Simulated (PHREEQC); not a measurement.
Consider water at 69 °C with 5.5 mmol/kgw ZnSO4, 0.55 mmol/kgw H3BO3 and 0.1 mmol/kgw H2SO4. Closed to the air; pH follows from the charge balance.

Computed with PHREEQC (ion-association model, wateq4f.dat).

### Question
The ionic strength comes out as 0.0155 mol/kgw. What activity coefficients do HSO4-, Zn+2, Zn(SO4)2-2, SO4-2, H+ get?

### Answer
HSO4- 0.87, Zn+2 0.60, Zn(SO4)2-2 0.58, SO4-2 0.59, H+ 0.89.

No solid was allowed to form. Complexes and solids missing from the database can't appear. Constants without temperature data keep their 25 °C values here.
